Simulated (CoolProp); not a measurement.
A single-stage vapour-compression cycle with R410A: evaporating at 286.15 K (dew point), condensing at 308.15 K (bubble point), superheat 8 K, subcooling 2 K, compressor efficiency 0.8, no pressure losses. Each further row changes one setting.

Values from CoolProp's reference Helmholtz-energy equation of state, Lemmon 2003. It is a pseudo-pure fit of the blend.

```csv
case,cooling COP,pressure ratio,discharge temperature (K),refrigerating effect (kJ/kg),volumetric capacity (kJ/m³)
as stated,8.70,1.81,328.9,181,7810
evaporating temperature 291.15 K,11.7,1.57,325.8,182,9120
condensing temperature 303.15 K,?,1.60,321.2,?,8180
subcooling 7 K,?,1.81,328.9,190,8190
superheat 18 K,8.63,1.81,339.3,192,?
compressor efficiency 0.7,?,1.81,?,181,7810
```

Task: What belongs in the gaps?

Result: 
- condensing temperature 303.15 K, cooling COP: 11.6
- condensing temperature 303.15 K, refrigerating effect (kJ/kg): 189
- subcooling 7 K, cooling COP: 9.13
- superheat 18 K, volumetric capacity (kJ/m³): 7760
- compressor efficiency 0.7, cooling COP: 7.61
- compressor efficiency 0.7, discharge temperature (K): 331.3
